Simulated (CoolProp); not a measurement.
Propane at 293.15 K and 14.3 MPa flows at 0.071 m/s in a round tube of 100 mm bore and 0.25 µm roughness, fully developed (64/Re and Nu = 3.66 if laminar; Colebrook and Gnielinski if turbulent). Each further row changes one setting.

Model: reference Helmholtz-energy equation of state, Lemmon 2009, in CoolProp.

```json
[
 {"case": "as stated", "Reynolds number": "29900", "Darcy friction factor": "___", "pressure drop (Pa/m)": "0.313", "heat-transfer coefficient (W/(m² K))": "155", "mass flow (kg/h)": "___"},
 {"case": "velocity 0.142 m/s", "Reynolds number": "59800", "Darcy friction factor": "0.0201", "pressure drop (Pa/m)": "___", "heat-transfer coefficient (W/(m² K))": "278", "mass flow (kg/h)": "___"},
 {"case": "diameter 200 mm", "Reynolds number": "59800", "Darcy friction factor": "0.0201", "pressure drop (Pa/m)": "___", "heat-transfer coefficient (W/(m² K))": "139", "mass flow (kg/h)": "___"}
]
```

### Question
Fill in the missing entries.

### Answer

- as stated, Darcy friction factor: 0.0235
- as stated, mass flow (kg/h): 1060
- velocity 0.142 m/s, pressure drop (Pa/m): 1.07
- velocity 0.142 m/s, mass flow (kg/h): 2120
- diameter 200 mm, pressure drop (Pa/m): 0.134
- diameter 200 mm, mass flow (kg/h): 4250

Viscosity comes from a separate model (Vogel 1998). Thermal conductivity comes from a separate model (Marsh 2002).
